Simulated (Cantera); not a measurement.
An isothermal, constant-pressure homogeneous reactor starts with 40.0 % CH₄, 60.0 % CO₂, at 1850 K and 770000 Pa.

Cantera simulation using GRI-Mech 3.0 (53 species, 325 reactions); the numbers are that mechanism's predictions, not measurements.

x: mole fraction; the columns are a selection and need not sum to one.

```json
[
 {"t (s)": "0.000300", "x CH₄": "0.188", "x CO₂": "0.465", "x C₂H": "2.88e-7", "x C₂H₆": "0.000836", "x C₂H₂": "0.0650", "x HO₂": "3.23e-12"},
 {"t (s)": "0.000823", "x CH₄": "0.0988", "x CO₂": "0.332", "x C₂H": "4.49e-7", "x C₂H₆": "0.000271", "x C₂H₂": "0.0986", "x HO₂": "4.23e-12"},
 {"t (s)": "0.00226", "x CH₄": "0.0381", "x CO₂": "0.183", "x C₂H": "5.93e-7", "x C₂H₆": "6.35e-5", "x C₂H₂": "0.112", "x HO₂": "4.27e-12"},
 {"t (s)": "0.00620", "x CH₄": "0.0216", "x CO₂": "0.118", "x C₂H": "4.65e-7", "x C₂H₆": "2.04e-5", "x C₂H₂": "0.0902", "x HO₂": "2.65e-12"},
 {"t (s)": "0.0170", "x CH₄": "…", "x CO₂": "…", "x C₂H": "…", "x C₂H₆": "…", "x C₂H₂": "…", "x HO₂": "1.10e-12"},
 {"t (s)": "0.0468", "x CH₄": "0.0125", "x CO₂": "0.0533", "x C₂H": "9.66e-8", "x C₂H₆": "4.34e-6", "x C₂H₂": "0.0248", "x HO₂": "<1e-12"},
 {"t (s)": "0.128", "x CH₄": "0.00656", "x CO₂": "0.0367", "x C₂H": "2.26e-8", "x C₂H₆": "1.10e-6", "x C₂H₂": "0.00627", "x HO₂": "<1e-12"},
 {"t (s)": "0.352", "x CH₄": "0.00154", "x CO₂": "0.0304", "x C₂H": "1.18e-9", "x C₂H₆": "5.87e-8", "x C₂H₂": "0.000339", "x HO₂": "<1e-12"},
 {"t (s)": "0.967", "x CH₄": "2.47e-5", "x CO₂": "0.0295", "x C₂H": "<1e-12", "x C₂H₆": "1.58e-11", "x C₂H₂": "9.93e-8", "x HO₂": "<1e-12"},
 {"t (s)": "2.65", "x CH₄": "2.41e-6", "x CO₂": "0.0295", "x C₂H": "<1e-12", "x C₂H₆": "<1e-12", "x C₂H₂": "1.34e-9", "x HO₂": "<1e-12"},
 {"t (s)": "7.29", "x CH₄": "2.41e-6", "x CO₂": "0.0295", "x C₂H": "<1e-12", "x C₂H₆": "<1e-12", "x C₂H₂": "1.34e-9", "x HO₂": "<1e-12"},
 {"t (s)": "20.0", "x CH₄": "2.41e-6", "x CO₂": "0.0295", "x C₂H": "<1e-12", "x C₂H₆": "<1e-12", "x C₂H₂": "1.34e-9", "x HO₂": "<1e-12"}
]
```

Problem. Fill in the missing entries.

Solution. 
- 0.0170, x CH₄: 0.0177
- 0.0170, x CO₂: 0.0814
- 0.0170, x C₂H: 2.44e-7
- 0.0170, x C₂H₆: 1.04e-5
- 0.0170, x C₂H₂: 0.0554
